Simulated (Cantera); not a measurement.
Input: 1 mol Si₂Cl₆, 0.19 mol NH₃, 3.4 mol N₂, held at 1000 K and 0.100 bar.

These are equilibrium values from Cantera (NASA tables, ideal gas, pure condensed phases), not measurements of a reactor. Candidate condensed phases: NH₄Cl, Si, Si₃N₄; 28 gas species. The feed counts by its element totals alone. The tables' values for SiCl₃ are old estimates; treat these amounts as uncertain. Equilibrium is a limit: real reactors are often held back by kinetics, nucleation or transport.

Base state: N₂ 0.618, SiCl₄ 0.276, HCl 0.0981, H₂ 0.00803, SiHCl₃ 0.000159, SiCl₃ 9.78e-5 (mole fractions); condensed: Si₃N₄(s).

What changes in the equilibrium state with this change: pressure from 0.100 bar to 0.000580 bar?


| species | before | after |
|---|---|---|
| N₂ | 0.618 | 0.616 |
| SiCl₄ | 0.276 | 0.273 |
| HCl | 0.0981 | 0.106 |
| H₂ | 0.00803 | 0.00401 |
| SiCl₂ | 8.39e-7 | 6.11e-5 |
| SiCl₃ | 9.78e-5 | 0.000830 |
| SiHCl₃ | 0.000159 | 7.27e-5 |
| Si₃N₄(s), mol | 0.207 | 0.210 |
